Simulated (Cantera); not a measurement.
Feed: 1 mol SiC, 0.16 mol H2, equilibrated at 2875 K and 1 atm.

Method: chemical equilibrium by Gibbs-energy minimisation in Cantera with the NASA 1993 tables (ideal gas, pure condensed phases). Candidate condensed phases: C, C6H6, C7H8, C8H18, Si, SiC; 87 gas species. Gases not in the tables: Si2H6 and higher silanes. Equilibrium is a limit: real reactors are often held back by kinetics, nucleation or transport.

Base state: H2 0.814, H 0.0949, Si 0.0358, C2H2 (acetylene) 0.0205, SiC2 0.0139, Si2C 0.0117, SiH 0.00522, SiH2 0.00179 (mole fractions); condensed: SiC(s).

What changes in the equilibrium state with this change: 0.001 mol CO2 added?


| species | before | after |
|---|---|---|
| H2 | 0.814 | 0.804 |
| H | 0.0949 | 0.0943 |
| Si | 0.0358 | 0.0366 |
| CO | 0 | 0.0103 |
| C2H2 (acetylene) | 0.0205 | 0.0193 |
| Si2C | 0.0117 | 0.0119 |
| SiC2 | 0.0139 | 0.0135 |
| SiO | 0 | 0.000682 |
| C4H2 | 0.000215 | 0.000194 |
| Si3 | 0.000104 | 0.000112 |
| C3 | 3.48e-5 | 3.24e-5 |
| SiC(s), mol | 0.985 | 0.985 |
Further candidate phases: H2O, SiO2.
